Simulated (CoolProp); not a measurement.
Saturation properties of n-hexane (Tc = 234.7 °C, pc = 3044 kPa, ω = 0.300).

The numbers come from the reference Helmholtz-energy equation of state, Thol 2019 in CoolProp.

```
T (°C)  p (kPa)  liquid density (kg/m³)  vapour density (kg/m³)
------  -------  ----------------------  ----------------------
13.15       [?]                   665.4                  0.4298
31.45     26.49                   648.9                     [?]
49.75     53.59                   631.8                   1.775
68.05     99.22                     [?]                     [?]
86.35       [?]                   595.5                   5.298
104.65    277.1                   575.9                   8.427
122.95    427.5                     [?]                   12.89
141.15    631.3                   532.3                   19.09
159.45    902.2                   507.2                   27.77
```

**Question.** What belongs in the gaps?

**Answer.** 
- 13.15, p (kPa): 11.75
- 31.45, vapour density (kg/m³): 0.9187
- 68.05, liquid density (kg/m³): 614.0
- 68.05, vapour density (kg/m³): 3.166
- 86.35, p (kPa): 170.9
- 122.95, liquid density (kg/m³): 554.9

It boils at 68.7 °C under 1 atm.
